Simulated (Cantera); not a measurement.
Input: 1 mol Si, 3.5 mol N₂O, 340 mol H₂, held at 88.0 Pa.

Method: chemical equilibrium by Gibbs-energy minimisation in Cantera with the NASA 1993 tables (ideal gas, pure condensed phases). Candidate condensed phases: H₂O, Si, SiO₂, Si₂N₂O, Si₃N₄; 35 gas species. The tables hold silica as quartz up to 1696 K and as liquid above; real silica turns to tridymite and cristobalite and melts near 1996 K. Rates play no part.

**Question.** At 1548 K, list the 4 most abundant gas species with their mole fractions, and the condensed phases.

**Answer.** H₂ 0.982, N₂ 0.0102, H₂O 0.00566, SiO 0.00130. Condensed: SiO₂(β-quartz).
